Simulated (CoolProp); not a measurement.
Sulfur hexafluoride along the isobar 6.71 MPa: density (kg/m³) from the reference equation and from simpler models built on Tc = 45.6 °C, pc = 3.755 MPa, ω = 0.210; each cubic takes its own stable root.

Model: reference Helmholtz-energy equation of state, Guder 2009, in CoolProp.

| T (°C) | phase | reference |
|---|---|---|
| 41.75 | liquid | 1323 |
| 63.75 | supercritical | 1042 |
| 85.75 | supercritical | 657.8 |
| 107.65 | supercritical | 482.7 |
| 129.65 | supercritical | 400.5 |
| 151.65 | supercritical | 350.2 |
| 173.65 | supercritical | 314.9 |
| 195.65 | supercritical | 288.1 |
| 217.65 | supercritical | 266.8 |
| 239.65 | supercritical | 249.3 |
| 261.65 | supercritical | 234.5 |
| 283.55 | supercritical | 221.8 |
| 305.55 | supercritical | 210.6 |
| 327.55 | supercritical | 200.8 |
| 349.55 | supercritical | 192.0 |

Problem. How far does each simpler model (van der Waals, Redlich-Kwong, Soave-Redlich-Kwong, Peng-Robinson) lie from the reference over these 15 states: mean and median of the absolute difference, and the worst?

Solution. 
- van der Waals: mean 11.0 %, median 8.7 %, worst -27.8 % at 41.75 °C and 6.71 MPa
- Redlich-Kwong: mean 5.1 %, median 4.4 %, worst -10.7 % at 41.75 °C and 6.71 MPa
- Soave-Redlich-Kwong: mean 3.6 %, median 2.0 %, worst -12.8 % at 63.75 °C and 6.71 MPa
- Peng-Robinson: mean 1.6 %, median 1.4 %, worst -5.0 % at 63.75 °C and 6.71 MPa
